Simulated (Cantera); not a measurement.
Input: 1 mol Fe2O3, 0.045 mol HCl, 4.7 mol N2, 0.02 mol Cl2, equilibrated at 625 °C and 1 atm.

These are equilibrium values from Cantera (NASA tables, ideal gas, pure condensed phases), not measurements of a reactor. Candidate condensed phases: Fe, FeCl2, FeCl3, FeO, Fe(OH)2, Fe(OH)3, Fe2O3, Fe3O4, H2O, NH4Cl; 37 gas species. Condensed phases not in the tables: FeOCl. Rates play no part.

Base state: N2 0.986, HCl 0.00919, Cl2 0.00406, FeCl3 0.000170, H2O 0.000128, O2 6.55e-5 (mole fractions); condensed: Fe2O3(s).

**Question.** What changes in the equilibrium state with this change: temperature from 625 °C to 1152 °C?

**Answer.** 
| species | before | after |
|---|---|---|
| N2 | 0.986 | 0.984 |
| HCl | 0.00919 | 0.00859 |
| FeCl2 | 2.08e-6 | 0.00338 |
| Cl2 | 0.00406 | 0.000366 |
| NO | 1.77e-7 | 0.000102 |
| Cl | 4.51e-6 | 0.000653 |
| O2 | 6.55e-5 | 0.00254 |
| H2O | 0.000128 | 0.000411 |
| Fe2O3(s), mol | 1.000 | 0.991 |

**Question.** What changes in the equilibrium state with this change: 0.14 mol NH3 added?

**Answer.** 
```
species          before    after
-------------  --------  -------
N2                0.986    0.945
H2O            0.000128   0.0377
HCl             0.00919   0.0168
FeCl3          0.000170  2.08e-7
Cl2             0.00406  1.20e-9
O2              6.55e-5    <1e-9
Fe2O3(s), mol     1.000    0.430
Fe3O4(s), mol         0    0.380
```

**Question.** What changes in the equilibrium state with this change: HCl from 0.045 to 0.84 mol?

**Answer.** 
```csv
species,before,after
N2,0.986,0.847
HCl,0.00919,0.142
H2O,0.000128,0.00466
FeCl3,0.000170,0.00286
Fe2Cl6,3.74e-7,0.000106
O2,6.55e-5,1.20e-6
FeCl2,2.08e-6,3.72e-5
"Fe2O3(s), mol",1.000,0.991
```
